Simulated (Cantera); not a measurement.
Charge: 1 mol C2H5OH, 2.3 mol H2, at 47.0 bar.

These are equilibrium values from Cantera (NASA tables, ideal gas, pure condensed phases), not measurements of a reactor. Candidate condensed phases: C, C6H6, C7H8, C8H18, H2O; 110 gas species. The ideal-gas law is rough above about 30 bar. Rates play no part.

### Question
Which condensed phases are stable at each of these points (T (°C)): 475, 625, 775, 925, 1075, 1225, 1375?

### Answer
```csv
T (°C),condensed phases,C condensed (%)
475,gas only,0.0
625,gas only,0.0
775,C(graphite),7.1
925,C(graphite),14.5
1075,C(graphite),23.2
1225,C(graphite),32.6
1375,C(graphite),39.2
```

From 475 °C to 625 °C nothing is condensed. From 775 °C to 1375 °C the condensed part is C(graphite).
